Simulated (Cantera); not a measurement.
# Hydrocarbon pyrolysis for carbon deposition

A perfectly stirred reactor is fed with 1.39 % C₃H₈, 98.6 % H₂, at 0.000510 bar; it is held at 1575 K, and followed from long to short residence time.

Model: GRI-Mech 3.0 (53 species, 325 reactions), integrated in Cantera. GRI-Mech 3.0 was tuned for natural gas; its chemistry of propane as a main component is partial and can be far from experiment. GRI-Mech 3.0 stops at C3 and has no aromatics, soot or wall deposition, so with more carbon than oxygen in the feed, carbon stays in small species such as C2H2 where larger ones or solid carbon would form. Radical loss at walls, strong at low pressure, is not modelled.

| τ (s) | x C₃H₈ | x H₂ | x H | x CH₂ | x C₂H |
|---|---|---|---|---|---|
| 5.7 | 1.04e-5 | 0.971 | 0.00210 | 9.25e-7 | 8.29e-8 |
| 1.5 | 3.68e-5 | 0.969 | 0.00232 | 1.27e-6 | 8.06e-8 |
| 0.40 | 0.000130 | 0.969 | 0.00251 | 1.58e-6 | 7.34e-8 |
| 0.11 | 0.000438 | 0.968 | 0.00270 | 2.01e-6 | 5.57e-8 |
| 0.028 | 0.00154 | 0.970 | 0.00280 | 2.75e-6 | 2.55e-8 |
| 0.0075 | 0.00500 | 0.974 | 0.00217 | 2.71e-6 | 3.61e-9 |
| 0.0020 | 0.0109 | 0.982 | 0.000883 | 7.02e-7 | 4.59e-11 |
x: mole fraction; the columns are a selection and need not sum to one.
